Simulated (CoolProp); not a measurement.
The fluid at 241.83 K and 1.76 MPa is throttled through a valve to 0.785 MPa with no heat exchange. The same conditions are run with several fluids, on thermodynamics alone (safety and materials aside).

The numbers come from the reference Helmholtz-energy equation of state of each fluid (isobutene: Lemmon 2005; the fluoroketone C6F12O (FK-5-1-12): McLinden 2015; n-heptane: Span 2003; R245ca: Zhou 2016; R124: de Vries 1995) in CoolProp.

```json
[
 {"fluid": "isobutene", "temperature change (K)": "+0.4", "final density (kg/m³)": "654"},
 {"fluid": "the fluoroketone C6F12O (FK-5-1-12)", "temperature change (K)": "+0.3", "final density (kg/m³)": "1760"},
 {"fluid": "n-heptane", "temperature change (K)": "+0.5", "final density (kg/m³)": "727"},
 {"fluid": "R245ca", "temperature change (K)": "+0.3", "final density (kg/m³)": "1520"},
 {"fluid": "R124", "temperature change (K)": "+0.3", "final density (kg/m³)": "1530"}
]
```
